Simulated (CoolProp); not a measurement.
Properties of CH3F (R41) along the isobar 9.55 MPa.

Values from CoolProp's reference Helmholtz-energy equation of state, Lemmon 2006. It is a short technical equation, of lower accuracy than the large ones.

```tsv
T (K)	phase	Z	cp (kJ/(kg K))	cv (kJ/(kg K))	Joule-Thomson coefficient (K/MPa)	isothermal compressibility (1/MPa)
297.7	liquid	0.2067	2.665	1.210	0.4327	0.01091
303	liquid	0.2099	2.785	[?]	0.5686	0.01333
308.3	liquid	0.2140	2.940	1.226	0.7402	0.01674
313.5	liquid	0.2194	3.142	[?]	0.9588	0.02167
318.8	supercritical	0.2269	3.431	1.252	[?]	0.02961
324.1	supercritical	0.2375	3.863	1.272	1.681	0.04333
329.4	supercritical	0.2535	4.545	1.300	2.303	[?]
334.7	supercritical	0.2795	5.567	1.338	3.212	0.1214
339.9	supercritical	0.3204	6.452	1.373	4.330	0.1963
345.2	supercritical	0.3757	6.215	1.381	5.362	0.2425
350.5	supercritical	0.4319	5.233	1.359	6.037	0.2392
355.8	supercritical	0.4813	4.351	1.330	6.395	0.2203
361.1	supercritical	0.5234	3.726	1.303	6.552	0.2023
366.3	supercritical	0.5587	[?]	1.282	[?]	0.1881
371.6	supercritical	0.5901	2.983	1.264	[?]	0.1768
376.9	supercritical	0.6177	2.751	1.251	6.478	0.1679
```

Task: Fill in the missing entries.

Result: 
- 303, cv (kJ/(kg K)): 1.217
- 313.5, cv (kJ/(kg K)): 1.237
- 318.8, Joule-Thomson coefficient (K/MPa): 1.259
- 329.4, isothermal compressibility (1/MPa): 0.06955
- 366.3, cp (kJ/(kg K)): 3.297
- 366.3, Joule-Thomson coefficient (K/MPa): 6.590
- 371.6, Joule-Thomson coefficient (K/MPa): 6.557

The peak of cp marks the crossing from liquid-like to gas-like fluid above the critical point.
